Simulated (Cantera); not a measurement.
# Thermodynamics of carbon deposition, reforming and gasification, feed C2H4 + NH3 + N2

Input: 1 mol C2H4, 1.1 mol NH3, 3 mol N2, equilibrated at 1348.15 K and 2.70 bar.

Cantera equilibrium calculation (NASA polynomials, part measured and part estimated; ideal gas, pure solids and liquids). Candidate condensed phases: C, C6H6, C7H8, C8H18; 92 gas species. The numbers say what is thermodynamically allowed, not how fast it happens.

```json
{
  "x(H2)": "0.501",
  "x(N2)": "0.495",
  "x(CH4)": "0.00395",
  "x(HCN)": "0.000160",
  "x(NH3)": "6.94e-5",
  "x(HNC)": "1.56e-6",
  "x(C2H4)": "1.26e-6",
  "n(C(graphite))": "1.97 mol",
  "gas_amount": "7.171 mol"
}
```
